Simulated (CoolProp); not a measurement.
A single-stage vapour-compression cycle with ethylene: evaporating at 202.15 K (dew point), condensing at 248.15 K (bubble point), superheat 10 K, subcooling 8 K, compressor efficiency 0.85, no pressure losses. Each further row changes one setting.

Model: reference Helmholtz-energy equation of state, Smukala 2000, in CoolProp.

```csv
case,cooling COP,pressure ratio,discharge temperature (K),refrigerating effect (kJ/kg),volumetric capacity (kJ/m³)
as stated,(withheld),4.46,309.2,339,2930
evaporating temperature 207.15 K,3.39,3.67,302.0,343,3570
condensing temperature 243.15 K,3.34,3.90,(withheld),354,3060
subcooling 13 K,3.00,4.46,309.2,354,3060
superheat 20 K,(withheld),4.46,321.0,354,2890
compressor efficiency 0.75,(withheld),4.46,317.8,339,2930
```

**Question.** Complete the blanks.

**Answer.** 
- as stated, cooling COP: 2.88
- condensing temperature 243.15 K, discharge temperature (K): 299.6
- superheat 20 K, cooling COP: 2.83
- compressor efficiency 0.75, cooling COP: 2.54
